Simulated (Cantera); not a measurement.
What does this Cantera script print?

```python
import numpy as np
import cantera as ct

gas = ct.Solution("gri30.yaml")
gas.TPX = 1273, 150000, {'N2O': 1}
inlet = ct.Reservoir(gas, clone=True)

reactor = ct.IdealGasConstPressureReactor(gas, energy="off", clone=False)
exhaust = ct.Reservoir(gas, clone=True)
tau = [7.3, 3.2, 1.4, 0.63, 0.28, 0.12, 0.054, 0.024, 0.01, 0.0046][0]
for a, b in ((inlet, reactor), (reactor, exhaust)):
    ct.MassFlowController(a, b, mdot=lambda t: reactor.mass / tau)
net = ct.ReactorNet([reactor])
show = ['N2O', 'N2', 'NO', 'O', 'NO2']

rows = []
print(f"{'tau/s':>10s}{'T/K':>9s}" + "".join(f"{s:>11s}" for s in show))
for tau in [7.3, 3.2, 1.4, 0.63, 0.28, 0.12, 0.054, 0.024, 0.01, 0.0046]:
    net.initial_time = 0.0
    net.advance(30 * tau)
    before = gas.X
    net.advance(40 * tau)
    drift = np.max(np.abs(gas.X - before) / (gas.X + 1e-9))
    rows.append([gas.T, *gas[show].X, drift])
    print(f"{tau:10.3e}{gas.T:9.1f}" + "".join(f"{x:11.3e}" for x in gas[show].X))
```

It prints:

```
     tau/s      T/K        N2O         N2         NO          O        NO2
 7.300e+00   1273.0  4.571e-02  6.208e-01  3.059e-02  1.067e-06  4.556e-04
 3.200e+00   1273.0  9.237e-02  5.859e-01  3.828e-02  1.507e-06  5.654e-04
 1.400e+00   1273.0  1.761e-01  5.272e-01  4.391e-02  2.073e-06  6.437e-04
 6.300e-01   1273.0  3.031e-01  4.422e-01  4.453e-02  2.713e-06  6.475e-04
 2.800e-01   1273.0  4.735e-01  3.316e-01  3.857e-02  3.384e-06  5.550e-04
 1.200e-01   1273.0  6.615e-01  2.120e-01  2.727e-02  3.996e-06  3.851e-04
 5.400e-02   1273.0  8.059e-01  1.211e-01  1.650e-02  4.407e-06  2.251e-04
 2.400e-02   1273.0  9.009e-01  6.169e-02  8.671e-03  4.657e-06  1.102e-04
 1.000e-02   1273.0  9.556e-01  2.762e-02  3.951e-03  4.792e-06  4.292e-05
 4.600e-03   1273.0  9.790e-01  1.308e-02  1.887e-03  4.846e-06  1.586e-05
```

Cantera simulation using GRI-Mech 3.0 (53 species, 325 reactions); the numbers are that mechanism's predictions, not measurements. GRI-Mech 3.0 was tuned for natural gas; its chemistry of N2O as a main component is partial and can be far from experiment. The mechanism lacks the step 2 NO + O2 → 2 NO2, which can matter for NO2 below about 1400 K. The temperature is held fixed by assumption; the heat of reaction is taken as removed at once.
